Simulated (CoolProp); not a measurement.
A closed Brayton cycle with carbon dioxide: compressor inlet 324.15 K and 8 MPa, high pressure 25 MPa, turbine inlet 855 K, compressor efficiency 0.85, turbine efficiency 0.9, recuperator effectiveness 0.9 (on enthalpy, no pinch check). Each further row changes one setting.

Model: reference Helmholtz-energy equation of state, Span 1996, in CoolProp.

```
case                           thermal efficiency (%)  net work (kJ/kg)  compressor to turbine work  compressor exit (K)  turbine exit (K)
-----------------------------  ----------------------  ----------------  --------------------------  -------------------  ----------------
as stated                                        34.6              92.4                        0.40                421.2             716.9
turbine inlet 805 K                              32.7              82.2                        0.43                421.2             671.8
compressor inlet 334.15 K                        33.2              85.2                        0.44                437.9             716.9
high pressure 21.2 MPa                           33.9              82.6                        0.38                406.7             736.2
recuperator effectiveness 0.5                    23.0              92.4                        0.40                421.2             716.9
```
